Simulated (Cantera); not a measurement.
Charge: 1 mol Cu2O, 21 mol H2, equilibrated at 34.0 Pa.

Method: chemical equilibrium by Gibbs-energy minimisation in Cantera with the NASA 1993 tables (ideal gas, pure condensed phases). Candidate condensed phases: Cu, CuO, Cu(OH)2, Cu2O, H2O; 12 gas species. The numbers say what is thermodynamically allowed, not how fast it happens.

Task: Which condensed phases are stable at each of these points (T (K)): 1200, 1225, 1250, 1275, 1300, 1325, 1350, 1375, 1400, 1425, 1450, 1475?

Result: 
| T (K) | condensed phases | Cu condensed (%) |
|---|---|---|
| 1200 | Cu(s) | 100.0 |
| 1225 | Cu(s) | 99.9 |
| 1250 | Cu(s) | 99.9 |
| 1275 | Cu(s) | 99.7 |
| 1300 | Cu(s) | 99.5 |
| 1325 | Cu(s) | 99.1 |
| 1350 | Cu(s) | 98.5 |
| 1375 | Cu(l) | 97.5 |
| 1400 | Cu(l) | 95.8 |
| 1425 | Cu(l) | 93.2 |
| 1450 | Cu(l) | 89.3 |
| 1475 | Cu(l) | 83.2 |

From 1200 K to 1350 K the condensed part is Cu(s). From 1375 K to 1475 K the condensed part is Cu(l).
